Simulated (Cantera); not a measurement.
Feed: 1 mol Si, 2.6 mol Cl₂, 6.1 mol H₂, equilibrated at 375 °C and 51000 Pa.

These are equilibrium values from Cantera (NASA tables, ideal gas, pure condensed phases), not measurements of a reactor. Equilibrium is a limit: real reactors are often held back by kinetics, nucleation or transport.

```json
[
 {"species": "H₂", "before": "0.714", "after": "0.695"},
 {"species": "HCl", "before": "0.156", "after": "0.176"},
 {"species": "SiCl₄", "before": "0.130", "after": "0.110"},
 {"species": "SiHCl₃", "before": "4.64e-5", "after": "0.0136"},
 {"species": "SiCl₃", "before": "1.20e-9", "after": "0.00417"},
 {"species": "SiCl₂", "before": "<1e-9", "after": "0.00125"},
 {"species": "SiH₂Cl₂", "before": "<1e-9", "after": "0.000223"}
]
```
Gas species are given as mole fractions.

Task: Which change was made?
A) temperature from 375 °C to 852 °C
B) Si replaced by SiCl₄
C) temperature from 375 °C to 952 °C
D) temperature from 375 °C to 625 °C

Result: C, temperature from 375 °C to 952 °C. The tables' values for SiCl₃ are old estimates; treat these amounts as uncertain
